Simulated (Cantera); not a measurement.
What does this Cantera script print?

```python
import numpy as np
import cantera as ct

gas_names = """
    CL CL2 H HCL H2 Si SiCL SiCL2 SiCL3 SiCL4 SiH SiHCL3 SiH2 SiH2CL2 SiH3 SiH3CL SiH4 Si2 Si3
""".split()
cond_names = """
    Si(cr) Si(L)
""".split()


# ... load() reads the species with a 1 bar reference pressure and builds the phases ...
atoms = {
    'Si': {'Si': 1},
    'Cl2': {'CL': 2},
    'H2': {'H': 2},
}
top_T = {}  # K; cautious upper limits of use, not melting points


# ... equilibrate(T, P, feed) seeds the gas with the atoms and calls Mixture.equilibrate('TP', solver="vcs", rtol=1e-11, max_steps=5000) ...
results = []
feed = {'Si': 1, 'Cl2': 0.9, 'H2': 3.2}  # mol
T = 1075  # K
P = 910000  # Pa
mix = equilibrate(T, P, feed)
results.append((T, P, feed, dict(zip(mix.species_names, mix.species_moles))))
print(gas.report(threshold=1e-06))
for i in range(1, mix.n_phases):
    print(f"{mix.phase(i).name:16s} {mix.phase_moles(i):12.5e} mol")
```

Output:

```
       temperature   1075 K
          pressure   9.1e+05 Pa
           density   2.4078 kg/m^3
  mean mol. weight   23.65 kg/kmol
   phase of matter   gas

                          1 kg             1 kmol
                     ---------------   ---------------
          enthalpy       -2.1833e+06       -5.1635e+07  J
   internal energy       -2.5613e+06       -6.0573e+07  J
           entropy            8247.5        1.9505e+05  J/K
    Gibbs function       -1.1049e+07       -2.6131e+08  J
 heat capacity c_p            1732.5             40973  J/K
 heat capacity c_v            1380.9             32658  J/K

                      mass frac. Y      mole frac. X     chem. pot. / RT
                     ---------------   ---------------   ---------------
               HCL           0.01614           0.01047           -37.143
                H2          0.072051           0.84522           -15.648
             SiCL2         0.0010601        0.00025329           -62.452
             SiCL3         0.0058992         0.0010378           -91.771
             SiCL4           0.48357          0.067318           -121.09
            SiHCL3           0.38675           0.06753           -99.595
           SiH2CL2          0.033837          0.007923           -78.101
            SiH3CL         0.0006875        0.00024428           -56.606
              SiH4        4.4008e-06        3.2406e-06           -35.112
     [  +10 minor]        1.1169e-09        5.1856e-09

Si(cr)            4.82598e-01 mol
```

Equilibrium computed with Cantera from the NASA thermochemical tables; the gas is ideal and each condensed phase is pure. The tables' values for SiCl3 are old estimates; treat these amounts as uncertain.
